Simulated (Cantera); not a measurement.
A Cantera script and what it prints.

```python
import numpy as np
import cantera as ct

gas_names = """
    C CO CO2 C2 C2O C3 C3O2 C4 C5 Mg MgO Mg2 O O2 O3
""".split()
cond_names = """
    C(gr) Mg(cr) Mg(L) MgCO3(s) MgO(s) MgO(L)
""".split()


# ... load() reads the species with a 1 bar reference pressure and builds the phases ...
atoms = {
    'MgCO3': {'Mg': 1, 'C': 1, 'O': 3},
    'C': {'C': 1},
    'CO2': {'C': 1, 'O': 2},
}
top_T = {'C(gr)': 4500}  # K; cautious upper limits of use, not melting points


# ... equilibrate(T, P, feed) seeds the gas with the atoms and calls Mixture.equilibrate('TP', solver="vcs", rtol=1e-11, max_steps=5000) ...
results = []
feed = {'MgCO3': 1, 'C': 0.026, 'CO2': 0.16}  # mol
T = 1375  # K
P = 10000  # Pa
mix = equilibrate(T, P, feed)
results.append((T, P, feed, dict(zip(mix.species_names, mix.species_moles))))
print(gas.report(threshold=1e-05))
for i in range(1, mix.n_phases):
    print(f"{mix.phase(i).name:16s} {mix.phase_moles(i):12.5e} mol")
```

It prints:

```
       temperature   1375 K
          pressure   10000 Pa
           density   0.037881 kg/m^3
  mean mol. weight   43.308 kg/kmol
   phase of matter   gas

                          1 kg             1 kmol
                     ---------------   ---------------
          enthalpy       -7.5642e+06       -3.2759e+08  J
   internal energy       -7.8282e+06       -3.3902e+08  J
           entropy            7063.4         3.059e+05  J/K
    Gibbs function       -1.7276e+07        -7.482e+08  J
 heat capacity c_p            1303.1             56435  J/K
 heat capacity c_v            1111.1             48121  J/K

                      mass frac. Y      mole frac. X     chem. pot. / RT
                     ---------------   ---------------   ---------------
                CO          0.028358          0.043845           -41.595
               CO2           0.97164           0.95616           -66.539
     [  +13 minor]        1.4413e-09        1.9961e-09

C(gr)             0.00000e+00 mol
Mg(L)             0.00000e+00 mol
MgO(s)            1.00000e+00 mol
```

These are equilibrium values from Cantera (NASA tables, ideal gas, pure condensed phases), not measurements of a reactor.
